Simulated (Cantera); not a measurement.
Input: 1 mol PbO, 3.5 mol H2, 8.7 mol N2, held at 1000 Pa.

Equilibrium computed with Cantera from the NASA thermochemical tables; the gas is ideal and each condensed phase is pure. Candidate condensed phases: H2O, Pb, PbO, PbO2, Pb3O4; 27 gas species. Kinetics and transport are ignored.

Q: Which condensed phases are stable at each of these points (T (°C)): 275, 375, 475, 575, 675, 775, 875, 975, 1075, 1175, 1275?

A: 
| T (°C) | condensed phases | Pb condensed (%) |
|---|---|---|
| 275 | Pb(s) | 100.0 |
| 375 | Pb(l) | 100.0 |
| 475 | Pb(l) | 100.0 |
| 575 | Pb(l) | 100.0 |
| 675 | Pb(l) | 99.4 |
| 775 | Pb(l) | 94.5 |
| 875 | Pb(l) | 64.8 |
| 975 | gas only | 0.0 |
| 1075 | gas only | 0.0 |
| 1175 | gas only | 0.0 |
| 1275 | gas only | 0.0 |

At 275 °C the condensed part is Pb(s). From 375 °C to 875 °C the condensed part is Pb(l). From 975 °C to 1275 °C nothing is condensed.
